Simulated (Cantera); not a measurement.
Cantera run, input and output.

```python
import numpy as np
import cantera as ct

gas = ct.Solution("gri30.yaml")
gas.TPX = 398, 32000, {'CH4': 1, 'C2H6': 0.16, 'C3H8': 0.041, 'O2': 4.07, 'N2': 19}
flame = ct.FreeFlame(gas, width=0.089)
flame.set_refine_criteria(ratio=3, slope=0.08, curve=0.16)
flame.transport_model = "mixture-averaged"
flame.solve(loglevel=0, auto=True)
z, T = flame.grid, flame.T
thick = (T[-1] - T[0]) / np.gradient(T, z).max()
show = ['CH4', 'C2H6', 'C3H8', 'H', 'OH', 'C2H4']
print(f"laminar burning velocity  {flame.velocity[0] * 100:.3f} cm/s")
print(f"burnt temperature         {T[-1]:.1f} K")
print(f"thermal thickness         {thick * 1e3:.4f} mm")
print(f"grid points               {len(z)}")
z0 = z[flame.heat_release_rate.argmax()]
print(f"{'z/mm':>9s}{'T/K':>9s}{'u/(m/s)':>9s}" + "".join(f"{s:>11s}" for s in show))
rows = []
for k in (-3, -2, -1.5, -1, -0.5, -0.25, 0, 0.25, 0.5, 1, 2, 4, 8):
    zz = z0 + k * thick
    rows.append([k * thick, np.interp(zz, z, T), np.interp(zz, z, flame.velocity),
                 *(np.interp(zz, z, flame.X[gas.species_index(s)]) for s in show)])
    print(f"{rows[-1][0] * 1e3:9.3f}{rows[-1][1]:9.1f}{rows[-1][2]:9.3f}" + "".join(f"{x:11.3e}" for x in rows[-1][3:]))
```

It prints:

```
laminar burning velocity  30.214 cm/s
burnt temperature         1701.1 K
thermal thickness         1.8470 mm
grid points               137
     z/mm      T/K  u/(m/s)        CH4       C2H6       C3H8          H         OH       C2H4
   -5.541    398.4    0.303  4.117e-02  6.589e-03  1.689e-03  4.071e-17  4.293e-14  1.279e-07
   -3.694    401.3    0.305  4.101e-02  6.582e-03  1.687e-03  1.684e-14  6.107e-12  1.790e-06
   -2.770    411.9    0.313  4.056e-02  6.559e-03  1.685e-03  1.097e-12  1.603e-10  1.049e-05
   -1.847    473.8    0.362  3.819e-02  6.362e-03  1.656e-03  3.077e-09  2.216e-08  9.251e-05
   -0.923    776.2    0.597  2.715e-02  4.542e-03  1.207e-03  1.237e-05  8.512e-06  6.909e-04
   -0.462   1072.6    0.830  1.588e-02  2.111e-03  4.731e-04  1.673e-04  9.150e-05  9.609e-04
    0.000   1360.3    1.056  4.124e-03  1.361e-04  1.567e-05  1.064e-03  1.003e-03  3.049e-04
    0.462   1475.3    1.143  2.967e-04  2.720e-07  8.278e-09  2.112e-03  2.463e-03  6.887e-06
    0.923   1517.8    1.172  1.162e-05  1.806e-10  1.290e-12  2.389e-03  3.048e-03  5.272e-08
    1.847   1569.8    1.207  2.851e-08  1.790e-15  2.263e-18  1.962e-03  3.291e-03  1.261e-11
    3.694   1624.6    1.245  5.313e-13  2.777e-23  9.957e-28  1.033e-03  3.011e-03  8.593e-18
    7.388   1666.1    1.274  5.221e-19  7.366e-31  4.314e-38  3.426e-04  2.268e-03  5.386e-25
   14.776   1689.1    1.290  1.264e-22  6.693e-33  3.031e-49  7.480e-05  1.435e-03  3.786e-32
```

Computed with Cantera and GRI-Mech 3.0 (53 species, 325 reactions). Burning velocities carry a grid error of a few per cent, more on coarse grids.
